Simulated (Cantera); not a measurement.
A closed system holds: 1 mol SiH₄, 0.66 mol NH₃, 16 mol H₂, equilibrated at 0.0900 Torr.

Cantera equilibrium calculation (NASA polynomials, part measured and part estimated; ideal gas, pure solids and liquids). Candidate condensed phases: Si, Si₃N₄; 18 gas species. Gases not in the tables: Si₂H₆ and higher silanes. Equilibrium is a limit: real reactors are often held back by kinetics, nucleation or transport.

Question: What share of the Si ends up in condensed phases as a function of T (°C), at 1175, 1225, 1275, 1325, 1375, 1425, 1475, 1525, 1575?

Answer: 
```
T (°C)  Si condensed (%)     as
------  ----------------  -----
1175                99.9  Si(s)
1225                99.8  Si(s)
1275                99.5  Si(s)
1325                98.4  Si(s)
1375                95.7  Si(s)
1425                88.9  Si(l)
1475                75.2  Si(l)
1525                46.5  Si(l)
1575                 0.0      -
```
